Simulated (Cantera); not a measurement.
Input (Python, Cantera) and output of one run.

```python
import numpy as np
import cantera as ct

gas_names = """
    C CH CH2 CH3 CH2OH CH3O CH4 CH3OH CN CO CO2 COOH C2 C2H CHCO,ketyl C2H2,acetylene C2H2,vinylidene
    CH2CO,ketene C2H3,vinyl CH3CN CH3CO,acetyl C2H4 C2H4O,ethylen CH3CHO,ethanal CH3COOH (HCOOH)2 C2H5
    C2H6 CH3OCH3 C2H5OH CCN CNC C2N2 C2O C3 C3H3,propargyl C3H4,allene C3H4,propyne C3H4,cyclo-
    C3H5,allyl C3H6,propylene C3H6,cyclo- C3H6O C3H7,n-propyl C3H7,i-propyl C3H8 C3H8O,1propanol
    C3H8O,2propanol C3O2 C4 C4H2 C4H4,1,3-cyclo- C4H6,butadiene C4H6,2-butyne C4H6,cyclo- C4H8,1-butene
    C4H8,cis2-buten C4H8,tr2-butene C4H8,isobutene C4H8,cyclo- (CH3COOH)2 C4H9,n-butyl C4H9,i-butyl
    C4H9,s-butyl C4H9,t-butyl C4H10,isobutane C4H10,n-butane C4N2 C5 C5H6,1,3cyclo- C5H8,cyclo-
    C5H10,1-pentene C5H10,cyclo- C5H11,pentyl C5H11,t-pentyl C5H12,n-pentane C5H12,i-pentane
    CH3C(CH3)2CH3 C6H2 C6H5,phenyl C6H5O,phenoxy C6H6 C6H5OH,phenol C6H10,cyclo- C6H12,1-hexene
    C6H12,cyclo- C6H13,n-hexyl C7H7,benzyl C7H8 C7H8O,cresol C7H14,1-heptene C7H15,n-heptyl
    C7H16,n-heptane C8H8,styrene C8H10,ethylbenz C8H16,1-octene C8H17,n-octyl C8H18,isooctane
    C8H18,n-octane C9H19,n-nonyl C10H8,naphthale C10H21,n-decyl C12H9,o-bipheny C12H10,bipheny Fe FeC5O5
    FeO Fe(OH)2 H HCN HCO HCCN HNC HNCO HNO HNO2 HNO3 HO2 H2 HCHO,formaldehy HCOOH H2O H2O2 N NCO NH NH2
    NH3 NH2OH NO NO2 NO3 N2 N2H2 N2H4 N2O O OH O2 O3
""".split()
cond_names = """
    C(gr) C6H6(L) C7H8(L) C8H18(L),n-octa Fe(a) Fe(c) Fe(d) Fe(L) FeC5O5(L) FeO(s) FeO(L) Fe(OH)2(s)
    Fe(OH)3(s) Fe2O3(s) Fe3O4(s) H2O(s) H2O(L)
""".split()


def load(file, names, dense=False):
    # The tables refer to 1 bar. Condensed volumes are neglected.
    table = {s.name: s for s in ct.Species.list_from_file(file)}
    out = []
    for n in names:
        d = dict(table[n].input_data)
        d["thermo"] = dict(d["thermo"], **{"reference-pressure": 1e5})
        if dense:
            d["equation-of-state"] = {"model": "constant-volume", "density": "1e6 g/cm^3"}
        out.append(ct.Species.from_dict(d))
    return out


gas = ct.Solution(thermo="ideal-gas", species=load("nasa_gas.yaml", gas_names))
cond = {s.name: ct.Solution(thermo="fixed-stoichiometry", species=[s], name=s.name)
        for s in load("nasa_condensed.yaml", cond_names, dense=True)}
atoms = {
    'Fe': {'Fe': 1},
    'H2O': {'H': 2, 'O': 1},
    'CO': {'C': 1, 'O': 1},
    'NH3': {'N': 1, 'H': 3},
}
top_T = {'C(gr)': 4500, 'Fe2O3(s)': 1830, 'Fe3O4(s)': 1870}  # K; cautious upper limits of use, not melting points


def equilibrate(T, P, feed):
    n = {}
    for name, mol in feed.items():
        for a, k in atoms[name].items():
            n[a] = n.get(a, 0.0) + k * mol
    gas.TPX = T, P, n
    mass = sum(n.values()) * gas.mean_molecular_weight
    gas.equilibrate("TP")
    valid = [c for c in cond.values() if c.min_temp <= T <= top_T.get(c.name, c.max_temp)]
    mix = ct.Mixture([(gas, mass / gas.mean_molecular_weight)] + [(c, 0.0) for c in valid])
    mix.T, mix.P = T, P
    mix.equilibrate("TP", solver="vcs", rtol=1e-11, max_steps=5000)
    return mix


results = []
feed = {'Fe': 1, 'H2O': 14, 'CO': 8.2, 'NH3': 0.35}  # mol
T = 1425  # K
P = 2100000  # Pa
mix = equilibrate(T, P, feed)
results.append((T, P, feed, dict(zip(mix.species_names, mix.species_moles))))
print(gas.report(threshold=1e-05))
for i in range(1, mix.n_phases):
    print(f"{mix.phase(i).name:16s} {mix.phase_moles(i):12.5e} mol")
```

Result:

```
       temperature   1425 K
          pressure   2.1e+06 Pa
           density   3.6524 kg/m^3
  mean mol. weight   20.607 kg/kmol
   phase of matter   gas

                          1 kg             1 kmol
                     ---------------   ---------------
          enthalpy       -6.8379e+06       -1.4091e+08  J
   internal energy       -7.4129e+06       -1.5275e+08  J
           entropy             10885         2.243e+05  J/K
    Gibbs function       -2.2349e+07       -4.6054e+08  J
 heat capacity c_p            2069.8             42651  J/K
 heat capacity c_v            1666.3             34337  J/K

                      mass frac. Y      mole frac. X     chem. pot. / RT
                     ---------------   ---------------   ---------------
               CH4        2.1913e-05        2.8147e-05           -40.857
                CO           0.27076           0.19919           -34.503
               CO2           0.33932           0.15888            -61.95
                H2          0.022049           0.22537             -16.9
               H2O           0.35745           0.40887           -44.347
               NH3        1.2747e-05        1.5423e-05           -39.193
                N2          0.010379         0.0076347           -27.686
     [ +133 minor]        1.6074e-05        5.2917e-06

C(gr)             0.00000e+00 mol
Fe(c)             0.00000e+00 mol
FeC5O5(L)         0.00000e+00 mol
FeO(s)            9.99932e-01 mol
Fe(OH)2(s)        0.00000e+00 mol
Fe(OH)3(s)        0.00000e+00 mol
Fe2O3(s)          0.00000e+00 mol
Fe3O4(s)          0.00000e+00 mol
```

These are equilibrium values from Cantera (NASA tables, ideal gas, pure condensed phases), not measurements of a reactor. The tables' stoichiometric FeO is somewhat more stable than real wüstite, so its field is too wide. FeO: taken at fixed stoichiometry.
